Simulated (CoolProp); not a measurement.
Vapour-liquid equilibrium of R143a (1) + fluoroethane (R161) (2) at 1.16 MPa; x and y are mole fractions of (1).

Model: multi-fluid Helmholtz-energy mixture model, Lemmon and Jacobsen 2000 and Wu 2012; pair parameters Bell 2016, in CoolProp.

Task: Give the bubble temperature and the first vapour's composition at x = 0.2, 0.8, 0.95. Is there an azeotrope?

Result: x = 0.2: 30.7 °C, y = 0.243; x = 0.8: 23.8 °C, y = 0.831; x = 0.95: 22.3 °C, y = 0.959. No azeotrope shows between x = 0.05 and 0.95.

The pair parameters rest on a limited set of measurements; away from them the model extrapolates.
